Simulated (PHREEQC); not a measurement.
A solution holds 1.3 mmol/kgw HF, 0.41 mmol/kgw NaOH and 36 mmol/kgw LiCl, at 20 °C. Closed to the air; pH follows from the charge balance.

Equilibrium calculation in PHREEQC: ion-association model, wateq4f.dat.

Each row changes one thing in this solution. No solid was allowed to form.

| case | pH | F- (mol/kgw) | HF (mol/kgw) | NaF (mol/kgw) | SI of Halite (NaCl) |
|---|---|---|---|---|---|
| as made | 3.38 | 0.000884 | 0.000412 | 1.45e-7 | -6.56 |
| HF replaced by LiF at the same molality | 10.70 | 0.00130 | 2.92e-11 | [?] | -6.56 |
| NaOH replaced by NaCl at the same molality | 3.19 | [?] | 0.000548 | 1.22e-7 | -6.55 |
| diluted 100-fold with water | 5.07 | 1.29e-5 | 1.48e-7 | 2.90e-11 | -10.42 |
| 0.0034 mol/kgw NaHCO3 added | 6.75 | 0.00130 | 2.58e-7 | 1.95e-6 | -5.59 |
| NaOH from 0.00041 to 0.000205 mol/kgw | 3.28 | 0.000811 | 0.000484 | 6.65e-8 | -6.86 |
| HF from 0.0013 to 0.00065 mol/kgw | 3.87 | 0.000564 | 8.55e-5 | 9.26e-8 | -6.55 |
| temperature from 20 to 80 °C | 3.62 | 0.000693 | 0.000603 | 1.09e-7 | -6.69 |

### Question
Some entries are withheld; supply them.

### Answer

- HF replaced by LiF at the same molality, NaF (mol/kgw): 2.12e-7
- NaOH replaced by NaCl at the same molality, F- (mol/kgw): 0.000747

Constants without temperature data keep their 25 °C values here.
